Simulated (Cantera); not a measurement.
A perfectly stirred reactor is fed with 46.1 % CH₄, 17.1 % CO₂, 36.9 % H₂, at 4.30 bar; it is held at 1748 K, and followed from long to short residence time.

Model: GRI-Mech 3.0 (53 species, 325 reactions), integrated in Cantera. GRI-Mech 3.0 stops at C3 and has no aromatics, soot or wall deposition, so with more carbon than oxygen in the feed, carbon stays in small species such as C2H2 where larger ones or solid carbon would form.

One state of this run: x CH₄ = 0.150; x CO₂ = 0.0379; x H₂ = 0.516; x CH₃ = 0.000412; x H₂O₂ = <1e-12. x: mole fraction; the columns are a selection and need not sum to one.

**Question.** Which value of τ (s) does it belong to?
A. 1.2
B. 0.015
C. 5.0
D. 0.00018

**Answer.** B, 0.015
